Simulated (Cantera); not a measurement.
A freely propagating, adiabatic, planar premixed flame of H₂ : O₂ : N₂ = 1 : 0.312 : 1.41 (molar parts), equivalence ratio 1.6, unburnt at 625 K and 370000 Pa; mixture-averaged transport, grid criteria slope 0.08 and curve 0.16, no radiation.

Model: the H2/O2 subset of GRI-Mech 3.0, which has no nitrogen chemistry, integrated in Cantera. The hydrogen kinetics of GRI-Mech 3.0 are dated; newer H2 mechanisms differ, most at raised pressure. Burning velocities carry a grid error of a few per cent, more on coarse grids.

Q: Predict: laminar burning velocity; thermal thickness; peak x(HO₂); peak x(H); peak x(H₂O₂).

A: 
| Quantity | Value |
|---|---|
| laminar burning velocity | 870 cm/s |
| thermal thickness | 0.0864 mm |
| peak x(HO₂) | 0.000636 |
| peak x(H) | 0.0575 |
| peak x(H₂O₂) | 3.38e-5 |
